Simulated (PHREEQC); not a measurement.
Make-up at 20 °C: 0.29 mol CuSO4, 0.015 mol H2SO4 and 0.046 mol NaCl per kg of water. Closed to the air; pH follows from the charge balance.

Computed with PHREEQC (ion-association model, phreeqc.dat).

Task: The ionic strength comes out as 0.607 mol/kgw. What activity coefficients do CuCl+, SO4-2, Na+, NaSO4-, H+ get?

Result: CuCl+ 0.64, SO4-2 0.19, Na+ 0.72, NaSO4- 0.68, H+ 0.76.

No solid was allowed to form.
